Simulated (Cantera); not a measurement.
Input: 1 mol C₃H₆, 1.7 mol NH₃, held at 2050 K.

Cantera equilibrium calculation (NASA polynomials, part measured and part estimated; ideal gas, pure solids and liquids). Candidate condensed phases: C, C₆H₆, C₇H₈, C₈H₁₈; 92 gas species. Rates play no part.

At 0.000100 bar, list the 5 most abundant gas species with their mole fractions, and the condensed phases.

H₂ 0.688, H 0.188, N₂ 0.118, HCN 0.00508, C₂H₂ (acetylene) 0.000731. Condensed: C(graphite).
